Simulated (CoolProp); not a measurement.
Properties of water along the isobar 100000 kPa.

Model: reference Helmholtz-energy equation of state, Wagner 2002, in CoolProp.

```tsv
T (°C)	phase	Prandtl number	fugacity coefficient
239.35	liquid	0.789	0.04658
273.65	liquid	0.744	0.07609
307.85	liquid	0.725	0.1150
342.05	liquid	0.724	0.1632
376.25	supercritical	0.740	0.2196
410.55	supercritical	0.771	0.2826
444.75	supercritical	0.815	0.3496
478.95	supercritical	0.869	0.4180
513.25	supercritical	0.920	0.4853
```

Viscosity comes from a separate model (Huber 2009). Thermal conductivity comes from a separate model (Huber 2012).
